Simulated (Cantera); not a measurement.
**Hydrocarbon pyrolysis for carbon deposition**

A perfectly stirred reactor is fed with C2H6 : H2 = 1 : 32 (molar parts), at 100.0 Torr; it is held at 1950 K, and followed from long to short residence time.

Cantera simulation using GRI-Mech 3.0 (53 species, 325 reactions); the numbers are that mechanism's predictions, not measurements. GRI-Mech 3.0 stops at C3 and has no aromatics, soot or wall deposition, so with more carbon than oxygen in the feed, carbon stays in small species such as C2H2 where larger ones or solid carbon would form.

| τ (s) | x C2H6 | x H2 | x CH4 | x CH3 | x C2H |
|---|---|---|---|---|---|
| 22 | 1.69e-8 | 0.968 | 0.000738 | 4.70e-5 | 1.42e-6 |
| 8.3 | 4.04e-8 | 0.968 | 0.00106 | 6.73e-5 | 1.41e-6 |
| 3.2 | 1.00e-7 | 0.967 | 0.00160 | 0.000102 | 1.40e-6 |
| 1.2 | 2.62e-7 | 0.967 | 0.00251 | 0.000161 | 1.38e-6 |
| 0.46 | 6.73e-7 | 0.966 | 0.00393 | 0.000252 | 1.35e-6 |
| 0.18 | 1.69e-6 | 0.965 | 0.00603 | 0.000391 | 1.30e-6 |
| 0.068 | 4.35e-6 | 0.963 | 0.00919 | 0.000606 | 1.24e-6 |
| 0.026 | 1.09e-5 | 0.961 | 0.0134 | 0.000912 | 1.17e-6 |
| 0.0099 | 2.68e-5 | 0.958 | 0.0183 | 0.00133 | 1.09e-6 |
| 0.0038 | 6.37e-5 | 0.954 | 0.0233 | 0.00187 | 1.03e-6 |
x: mole fraction; the columns are a selection and need not sum to one.
